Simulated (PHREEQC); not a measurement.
Make-up at 20 °C: 1.1 mol/kgw NaBr. Closed to the air; pH follows from the charge balance.

All values are PHREEQC results (ion-association model, phreeqc.dat), not measurements.

Precipitation was switched off in this run.

Question: Estimate the activity of water.

Answer: activity of water 0.963.

Ionic strength above about 0.7 mol/kgw puts this run outside the model's range. Species that the database lacks are ignored.
